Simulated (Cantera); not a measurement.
A counterflow diffusion flame at 47000 Pa, nozzles 20 mm apart: fuel side 49.0 % CO, 49.0 % H2, 2.01 % CH4 at 425 K, oxidiser side 18.0 % O2, 82.0 % N2 at 723 K, fuel mass flux 0.78 times the oxidiser's; mixture-averaged transport, no radiation.

Detailed kinetics in Cantera: GRI-Mech 3.0 (53 species, 325 reactions). GRI-Mech 3.0 has no aromatics or soot, which form on the fuel side of real flames. The maximum strain rate includes the flame's own expansion and is several times the mean.

x: mole fraction; the columns are a selection and need not sum to one.

```json
[
 {"oxidiser flux (kg/m²/s)": "0.28", "max strain (1/s)": "410", "mean strain (1/s)": "117", "T max (K)": "1990", "peak x OH": "0.0123", "peak x H": "0.0185", "peak x NO": "4.94e-5", "peak x CO": "0.524", "peak x C2H2": "0.000683"},
 {"oxidiser flux (kg/m²/s)": "0.36", "max strain (1/s)": "[?]", "mean strain (1/s)": "150", "T max (K)": "1954", "peak x OH": "0.0121", "peak x H": "0.0198", "peak x NO": "[?]", "peak x CO": "0.524", "peak x C2H2": "0.000675"},
 {"oxidiser flux (kg/m²/s)": "0.46", "max strain (1/s)": "645", "mean strain (1/s)": "192", "T max (K)": "1925", "peak x OH": "0.0119", "peak x H": "0.0212", "peak x NO": "3.74e-5", "peak x CO": "0.523", "peak x C2H2": "0.000681"},
 {"oxidiser flux (kg/m²/s)": "0.58", "max strain (1/s)": "[?]", "mean strain (1/s)": "242", "T max (K)": "1895", "peak x OH": "0.0117", "peak x H": "0.0225", "peak x NO": "[?]", "peak x CO": "0.522", "peak x C2H2": "0.000686"},
 {"oxidiser flux (kg/m²/s)": "0.74", "max strain (1/s)": "1000", "mean strain (1/s)": "309", "T max (K)": "1862", "peak x OH": "0.0113", "peak x H": "0.0238", "peak x NO": "2.88e-5", "peak x CO": "0.522", "peak x C2H2": "0.000690"},
 {"oxidiser flux (kg/m²/s)": "0.94", "max strain (1/s)": "1250", "mean strain (1/s)": "393", "T max (K)": "1827", "peak x OH": "0.0108", "peak x H": "0.0251", "peak x NO": "2.49e-5", "peak x CO": "0.521", "peak x C2H2": "0.000692"},
 {"oxidiser flux (kg/m²/s)": "1.2", "max strain (1/s)": "1570", "mean strain (1/s)": "501", "T max (K)": "1792", "peak x OH": "0.0103", "peak x H": "0.0263", "peak x NO": "2.11e-5", "peak x CO": "0.521", "peak x C2H2": "0.000684"},
 {"oxidiser flux (kg/m²/s)": "1.5", "max strain (1/s)": "1940", "mean strain (1/s)": "626", "T max (K)": "1759", "peak x OH": "0.00983", "peak x H": "0.0274", "peak x NO": "1.80e-5", "peak x CO": "0.521", "peak x C2H2": "0.000664"},
 {"oxidiser flux (kg/m²/s)": "1.9", "max strain (1/s)": "2420", "mean strain (1/s)": "793", "T max (K)": "1727", "peak x OH": "0.00937", "peak x H": "0.0285", "peak x NO": "1.51e-5", "peak x CO": "0.520", "peak x C2H2": "0.000627"},
 {"oxidiser flux (kg/m²/s)": "2.5", "max strain (1/s)": "3140", "mean strain (1/s)": "1040", "T max (K)": "1688", "peak x OH": "0.00876", "peak x H": "0.0296", "peak x NO": "1.21e-5", "peak x CO": "0.520", "peak x C2H2": "0.000547"}
]
```

Fill in the missing entries.


- 0.36, max strain (1/s): 515
- 0.36, peak x NO: 4.23e-5
- 0.58, max strain (1/s): 799
- 0.58, peak x NO: 3.31e-5
